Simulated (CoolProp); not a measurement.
Vapour-liquid equilibrium of R1234yf (1) + R1234ze(E) (2) at 1300 kPa; x and y are mole fractions of (1).

The numbers come from the multi-fluid Helmholtz-energy mixture model, Lemmon 2022 and Thol 2016; pair parameters Bell 2022 in CoolProp.

Task: Give the bubble temperature and the first vapour's composition at x = 0.2, 0.65, 0.95. Is there an azeotrope?

Result: x = 0.2: 58.2 °C, y = 0.232; x = 0.65: 53.3 °C, y = 0.687; x = 0.95: 50.4 °C, y = 0.957. No azeotrope shows between x = 0.05 and 0.95.

The pair parameters rest on a limited set of measurements; away from them the model extrapolates.
